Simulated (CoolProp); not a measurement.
CH3F (R41) at several states: Z from the reference equation and from simpler models built on Tc = 44.1 °C, pc = 5.906 MPa, ω = 0.200; each cubic takes its own stable root.

Values from CoolProp's reference Helmholtz-energy equation of state, Lemmon 2006. It is a short technical equation, of lower accuracy than the large ones.

```csv
T (°C),p (MPa),phase,reference
-9.65,0.209,gas,0.9734
94.45,2.11,gas,0.9115
15.55,15.1,liquid,0.3093
```

**Question.** How far does each simpler model (van der Waals, Redlich-Kwong, Soave-Redlich-Kwong, Peng-Robinson) lie from the reference over these 3 states: mean and median of the absolute difference, and the worst?

**Answer.** 
- van der Waals: mean 24.2 %, median 1.1 %, worst +70.4 % at 15.55 °C and 15.1 MPa
- Redlich-Kwong: mean 10.3 %, median 0.7 %, worst +29.5 % at 15.55 °C and 15.1 MPa
- Soave-Redlich-Kwong: mean 9.7 %, median 1.4 %, worst +27.4 % at 15.55 °C and 15.1 MPa
- Peng-Robinson: mean 4.6 %, median 0.3 %, worst +13.4 % at 15.55 °C and 15.1 MPa
